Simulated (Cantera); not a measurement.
Feed: 1 mol SiH2Cl2, 0.47 mol HCl, 3.4 mol N2, at 0.0100 bar.

Cantera equilibrium calculation (NASA polynomials, part measured and part estimated; ideal gas, pure solids and liquids). Candidate condensed phases: NH4Cl, Si, Si3N4; 28 gas species. The tables' values for SiCl3 are old estimates; treat these amounts as uncertain. Equilibrium is a limit: real reactors are often held back by kinetics, nucleation or transport. All values below are at 1550 K.

Base state: N2 0.564, HCl 0.208, H2 0.118, SiCl2 0.0953, SiCl3 0.0105, SiCl4 0.00325, SiHCl3 0.000226, Cl 0.000152 (mole fractions); condensed: Si3N4(s).

What changes in the equilibrium state with this change: N2 from 3.4 to 290 mol?


```tsv
species	before	after
N2	0.564	0.992
HCl	0.208	0.00454
H2	0.118	0.00195
SiCl3	0.0105	3.54e-5
SiCl2	0.0953	0.00189
SiHCl3	0.000226	9.77e-8
SiCl4	0.00325	1.85e-6
H	0.000108	1.39e-5
Cl	0.000152	2.59e-5
Si3N4(s), mol	0.131	0.146
```
